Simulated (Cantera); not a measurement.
# V + O2 + N2 (tantalum, niobium, vanadium and zirconium in process gases)

Feed: 1 mol V, 9.4 mol O2, 66 mol N2, held at 0.470 Pa.

Method: chemical equilibrium by Gibbs-energy minimisation in Cantera with the NASA 1993 tables (ideal gas, pure condensed phases). Candidate condensed phases: V, VN, VO, V2O3, V2O4, V2O5; 13 gas species. Kinetics and transport are ignored.

| T (K) | log p N2 | log p O | log p O2 | log p VO2 | log p VO | log p NO | log p V | log p N |
|---|---|---|---|---|---|---|---|---|
| 1698 | -5.39 | -7.51 | -6.30 | -7.21 | -11.62 | -7.99 | -17.26 | -13.97 |
| 1798 | -5.39 | -7.09 | -6.33 | -7.21 | -11.00 | -7.85 | -15.94 | -13.15 |
| 1898 | -5.40 | -6.73 | -6.39 | -7.21 | -10.43 | -7.74 | -14.73 | -12.42 |
| 1998 | -5.40 | -6.44 | -6.51 | -7.22 | -9.88 | -7.68 | -13.58 | -11.76 |
| 2098 | -5.42 | -6.23 | -6.73 | -7.24 | -9.34 | -7.69 | -12.43 | -11.17 |
| 2198 | -5.42 | -6.11 | -7.07 | -7.26 | -8.78 | -7.76 | -11.24 | -10.63 |
| 2298 | -5.43 | -6.06 | -7.50 | -7.30 | -8.24 | -7.88 | -10.08 | -10.13 |
| 2398 | -5.43 | -6.03 | -7.93 | -7.41 | -7.80 | -8.01 | -9.04 | -9.68 |
| 2498 | -5.44 | -6.02 | -8.35 | -7.67 | -7.54 | -8.14 | -8.23 | -9.26 |
| 2598 | -5.44 | -6.01 | -8.74 | -8.15 | -7.54 | -8.26 | -7.71 | -8.87 |
log p: log10 of the partial pressure in bar; nothing condenses.

From 1698 K to 2598 K nothing is condensed. The main V-bearing gas is VO2 at 1698 K and VO at 2598 K.
